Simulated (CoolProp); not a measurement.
Vapour-liquid equilibrium of propylene (1) + R142b (2) at 224.6 K; x and y are mole fractions of (1).

Model: multi-fluid Helmholtz-energy mixture model, Lemmon 2013 and Lemmon 2006; pair parameters Bell 2016, in CoolProp.

Give the bubble pressure and the first vapour's composition at x = 0.05, 0.2, 0.65. Is there an azeotrope?

x = 0.05: 0.02002 MPa, y = 0.301; x = 0.2: 0.03568 MPa, y = 0.665; x = 0.65: 0.07294 MPa, y = 0.916. No azeotrope shows between x = 0.05 and 0.95.

Pair parameters are fitted to limited data, so mixtures are less certain than the pure fluids.
